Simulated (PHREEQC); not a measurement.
Solution A (0.0029 mol Na2SO4, 3.7e-05 mol MnCl2 and 8.1e-06 mol H4SiO4 per kg of water) is mixed with solution B (0.0092 mol HF, 0.007 mol NaF, 0.00013 mol (NH4)2SiF6 and 0.0082 mol HCl per kg of water) at 25 °C; shares are by mass of water, 1 kg in all. The system is closed to oxygen. CO2 from the air is kept out. The run lets Quartz, Pyrochroite, Halite precipitate or redissolve, and no other solid.

Equilibrium calculation in PHREEQC: ion-association model, phreeqc.dat.

| share of solution B | pH | SiF6-2 (mol/kgw) | SO4-2 (mol/kgw) |
|---|---|---|---|
| 0 | 7.00 | 0 | 0.00284 |
| 0.05 | 3.35 | 1.50e-8 | 0.00261 |
| 0.1 | 3.13 | 2.28e-6 | 0.00243 |
| 0.2 | 2.92 | 2.90e-5 | 0.00209 |
| 0.25 | 2.86 | 3.74e-5 | 0.00194 |
| 0.3 | 2.80 | 4.42e-5 | 0.00179 |
| 0.35 | 2.76 | 5.06e-5 | 0.00164 |
| 0.4 | 2.72 | 5.68e-5 | 0.00150 |
| 0.45 | 2.68 | 6.29e-5 | 0.00136 |
| 0.55 | 2.62 | 7.51e-5 | 0.00109 |
| 0.6 | 2.59 | 8.12e-5 | 0.000962 |
| 0.65 | 2.57 | 8.73e-5 | 0.000835 |
| 0.7 | 2.55 | 9.34e-5 | 0.000710 |
| 0.75 | 2.53 | 9.95e-5 | 0.000586 |
| 0.8 | 2.51 | 0.000106 | 0.000465 |
| 0.9 | 2.47 | 0.000118 | 0.000229 |
| 0.95 | 2.45 | 0.000124 | 0.000114 |
| 1 | 2.44 | 0.000130 | 0 |

SiF6-2 is the database's only silicon fluoride.
